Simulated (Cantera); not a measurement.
Feed: 1 mol FeS, 530 mol H2, 0.22 mol H2O, held at 28.0 Pa.

Method: chemical equilibrium by Gibbs-energy minimisation in Cantera with the NASA 1993 tables (ideal gas, pure condensed phases). Candidate condensed phases: Fe, FeO, Fe(OH)2, Fe(OH)3, FeS, FeSO4, FeS2, Fe2O3, Fe2(SO4)3, Fe3O4, H2O, H2SO4, S; 22 gas species. Mutual solubility and eutectic melting of coexisting phases are not modelled. FeS: taken at fixed stoichiometry. Gases not in the tables: S3 to S7. Rates play no part.

Problem. Which condensed phases are stable at each of these points (T (K)): 1025, 1175, 1325, 1475, 1625, 1775, 1925?

Solution. 
```tsv
T (K)	condensed phases	Fe condensed (%)
1025	Fe(α) + FeS(s)	100.0
1175	Fe(α)	100.0
1325	Fe(γ)	99.6
1475	Fe(γ)	83.4
1625	gas only	0.0
1775	gas only	0.0
1925	gas only	0.0
```

At 1025 K the condensed part is Fe(α) + FeS(s). At 1175 K the condensed part is Fe(α). From 1325 K to 1475 K the condensed part is Fe(γ). From 1625 K to 1925 K nothing is condensed.
